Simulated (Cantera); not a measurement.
An adiabatic, constant-volume homogeneous reactor starts with C₃H₈ : O₂ : N₂ = 1 : 6.76 : 25.4 (molar parts), equivalence ratio 0.74, at 1575 K and 4.93 atm. Integrator tolerance rtol = 1e-08.

Detailed kinetics in Cantera: GRI-Mech 3.0 (53 species, 325 reactions). GRI-Mech 3.0 was tuned for natural gas; its chemistry of propane as a main component is partial and can be far from experiment.

### Question
What does this change do: pressure from 4.93 atm to 7.80 atm?

### Answer
```json
[
 {"quantity": "time of steepest temperature rise", "before": "13.4 µs", "after": "10.2 µs"},
 {"quantity": "temperature at 1.00 s", "before": "2962 K", "after": "2995 K"},
 {"quantity": "equilibrium temperature", "before": "2962 K", "after": "2995 K"},
 {"quantity": "x(C₃H₈) at 1.00 s", "before": "<1e-12 (gas-phase equilibrium <1e-12)", "after": "<1e-12 (gas-phase equilibrium <1e-12)"},
 {"quantity": "x(O₂) at 1.00 s", "before": "0.0479 (gas-phase equilibrium 0.0479)", "after": "0.0470 (gas-phase equilibrium 0.0470)"},
 {"quantity": "x(C₂H₆) at 1.00 s", "before": "<1e-12 (gas-phase equilibrium <1e-12)", "after": "<1e-12 (gas-phase equilibrium <1e-12)"},
 {"quantity": "x(CH₃) at 1.00 s", "before": "<1e-12 (gas-phase equilibrium <1e-12)", "after": "<1e-12 (gas-phase equilibrium <1e-12)"},
 {"quantity": "x(CH₂O) at 1.00 s", "before": "5.69e-10 (gas-phase equilibrium 5.69e-10)", "after": "7.68e-10 (gas-phase equilibrium 7.68e-10)"},
 {"quantity": "x(N₂O) at 1.00 s", "before": "3.52e-6 (gas-phase equilibrium 3.52e-6)", "after": "4.60e-6 (gas-phase equilibrium 4.60e-6)"}
]
```
Above 3000 K some thermodynamic fits are extrapolated.

### Question
What does this change do: N2 25.4 to 54 parts?

### Answer
| quantity | before | after |
|---|---|---|
| time of steepest temperature rise | 13.4 µs | 20.5 µs |
| temperature at 1.00 s | 2962 K | 2561 K |
| equilibrium temperature | 2962 K | 2561 K |
| x(C₃H₈) at 1.00 s | <1e-12 (gas-phase equilibrium <1e-12) | <1e-12 (gas-phase equilibrium <1e-12) |
| x(O₂) at 1.00 s | 0.0479 (gas-phase equilibrium 0.0479) | 0.0247 (gas-phase equilibrium 0.0247) |
| x(C₂H₆) at 1.00 s | <1e-12 (gas-phase equilibrium <1e-12) | <1e-12 (gas-phase equilibrium <1e-12) |
| x(CH₃) at 1.00 s | <1e-12 (gas-phase equilibrium <1e-12) | <1e-12 (gas-phase equilibrium <1e-12) |
| x(CH₂O) at 1.00 s | 5.69e-10 (gas-phase equilibrium 5.69e-10) | 1.68e-11 (gas-phase equilibrium 1.68e-11) |
| x(N₂O) at 1.00 s | 3.52e-6 (gas-phase equilibrium 3.52e-6) | 1.52e-6 (gas-phase equilibrium 1.52e-6) |
